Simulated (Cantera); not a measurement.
**Ignition delay**

Mixture: H2 : O2 : N2 : H2O = 1 : 0.806 : 3.03 : 0.23 (molar parts), equivalence ratio 0.62, at 0.910 bar, adiabatic and at constant volume. Ignition delay is the time to a rise of 400 K.

Cantera simulation using GRI-Mech 3.0 (53 species, 325 reactions); the numbers are that mechanism's predictions, not measurements. Where the delays flatten at high temperature, the 400 K rule measures the pace of heat release, not the induction time.

| T0 (K) | delay (ms) |
|---|---|
| 975 | 7.03 |
| 1050 | 0.194 |
| 1125 | 0.0896 |
| 1200 | 0.0550 |
| 1275 | 0.0384 |
| 1350 | 0.0292 |
| 1425 | 0.0238 |
| 1500 | 0.0206 |
